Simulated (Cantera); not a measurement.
Feed: 1 mol S, 3.5 mol H2O, 1 mol O2, held at 0.0133 bar.

Method: chemical equilibrium by Gibbs-energy minimisation in Cantera with the NASA 1993 tables (ideal gas, pure condensed phases). Candidate condensed phases: H2O, H2SO4, S; 19 gas species. The numbers say what is thermodynamically allowed, not how fast it happens. All values below are at 2175 °C.

Base state: H2O 0.529, SO2 0.166, H2 0.0945, OH 0.0579, H 0.0530, O2 0.0498, SO 0.0264, O 0.0216 (mole fractions); condensed: gas only.

Problem. What changes in the equilibrium state with this change: O2 from 1 to 0.027 mol?

Solution. 
```tsv
species	before	after
H2O	0.529	0.395
H2	0.0945	0.274
SO2	0.166	0.117
O2	0.0498	0.00329
S	0.00108	0.0116
O	0.0216	0.00554
SO	0.0264	0.0726
OH	0.0579	0.0253
H	0.0530	0.0903
S2	1.27e-5	0.00146
H2S	8.49e-6	0.000264
S2O	1.29e-6	3.78e-5
```

Problem. What changes in the equilibrium state with this change: 0.087 mol NH3 added?

Solution. 
| species | before | after |
|---|---|---|
| H2O | 0.529 | 0.528 |
| SO2 | 0.166 | 0.160 |
| H2 | 0.0945 | 0.101 |
| N2 | 0 | 0.00773 |
| O2 | 0.0498 | 0.0429 |
| O | 0.0216 | 0.0200 |
| OH | 0.0579 | 0.0557 |
| H | 0.0530 | 0.0549 |
| SO | 0.0264 | 0.0273 |
| NO | 0 | 0.000938 |
| S2 | 1.27e-5 | 1.58e-5 |
| H2S | 8.49e-6 | 1.02e-5 |
| SH | 0.000176 | 0.000203 |
